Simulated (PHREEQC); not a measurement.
Solution (25 °C): 0.0016 mol/kgw NaHS, 0.00079 mol/kgw HCl and 0.00012 mol/kgw FeCl2. Closed to the air; pH follows from the charge balance.

Model: ion-association model, phreeqc.dat, run in PHREEQC.

```json
[
 {"quantity": "pH", "before": "6.78", "after": "6.61"},
 {"quantity": "Fe+2 (mol/kgw)", "before": "5.17e-7", "after": "5.21e-7"},
 {"quantity": "FeOH+ (mol/kgw)", "before": "8.56e-10", "after": "1.69e-9"},
 {"quantity": "FeCl+ (mol/kgw)", "before": "6.17e-10", "after": "6.19e-10"}
]
```

### Question
Which change was made?
A) NaHS left out
B) temperature from 25 to 15 °C
C) FeCl2 from 0.00012 to 0.000108 mol/kgw
D) temperature from 25 to 40 °C
E) 0.00041 mol/kgw H2S added

### Answer
D, temperature from 25 to 40 °C

Precipitation was switched off in this run. Some of these states are supersaturated (in Mackinawite, FeS(ppt), for instance). At this temperature some constants are extrapolated from 25 °C, and those without enthalpy data are left unchanged.
